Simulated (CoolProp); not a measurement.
Aqueous methanol as a coolant, at 39 °C, 1 atm.

Values from CoolProp's Melinder's fits for secondary coolants.

```csv
mass %,freezing point (°C),conductivity (W/(m K)),viscosity (mPa s),cp (kJ/(kg K)),Prandtl number
5,-3.0,0.595,0.743,4.180,…
12.5,-8.5,0.548,0.859,4.147,6.51
20,-15.1,0.503,0.964,4.100,…
27.5,-22.8,…,1.04,4.040,9.15
35,-31.9,0.421,1.09,3.954,…
42.6,-42.5,0.384,1.09,3.824,10.9
50.1,-54.6,0.351,1.07,…,11.2
```

Question: Some entries are withheld; supply them.

Answer: 
- 5, Prandtl number: 5.22
- 20, Prandtl number: 7.86
- 27.5, conductivity (W/(m K)): 0.460
- 35, Prandtl number: 10.2
- 50.1, cp (kJ/(kg K)): 3.660
